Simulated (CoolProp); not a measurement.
Oxygen along the isobar 0.955 MPa: Z from the reference equation and from simpler models built on Tc = 154.6 K, pc = 5.046 MPa, ω = 0.022; each cubic takes its own stable root.

Model: reference Helmholtz-energy equation of state, Schmidt 1985, in CoolProp.

| T (K) | phase | reference |
|---|---|---|
| 104.6 | liquid | 0.03290 |
| 129 | gas | 0.8812 |
| 153.3 | gas | 0.9321 |
| 177.6 | gas | 0.9575 |
| 201.9 | gas | 0.9721 |
| 226.2 | gas | 0.9811 |
| 250.5 | gas | 0.9871 |
| 274.8 | gas | 0.9912 |
| 299.2 | gas | 0.9941 |

**Question.** How far does each simpler model (Redlich-Kwong, Soave-Redlich-Kwong, Peng-Robinson) lie from the reference over these 9 states: mean and median of the absolute difference, and the worst?

**Answer.** 
- Redlich-Kwong: mean 0.1 %, median 0.1 %, worst -0.1 % at 177.6 K and 0.955 MPa
- Soave-Redlich-Kwong: mean 0.2 %, median 0.1 %, worst +1.0 % at 104.6 K and 0.955 MPa
- Peng-Robinson: mean 1.7 %, median 0.6 %, worst -10.7 % at 104.6 K and 0.955 MPa
